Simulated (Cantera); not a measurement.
**CHF3 + H2 (fluorocarbon and chlorocarbon gases)**

Input: 1 mol CHF3, 0.096 mol H2, equilibrated at 2698.15 K and 10.5 Torr.

Method: chemical equilibrium by Gibbs-energy minimisation in Cantera with the NASA 1993 tables (ideal gas, pure condensed phases). Candidate condensed phases: C, C6H6, C7H8, C8H18; 95 gas species. Equilibrium is a limit: real reactors are often held back by kinetics, nucleation or transport.

```
Item                Value
--------------  ---------
x(F)                0.451
x(HF)               0.432
x(CF2)             0.0892
x(CF)              0.0258
x(H)             0.000735
x(C3)            0.000613
x(CF3)           0.000433
x(CF4)           0.000185
x(C)             0.000148
n(C(graphite))  0.675 mol
gas amount      2.755 mol
```
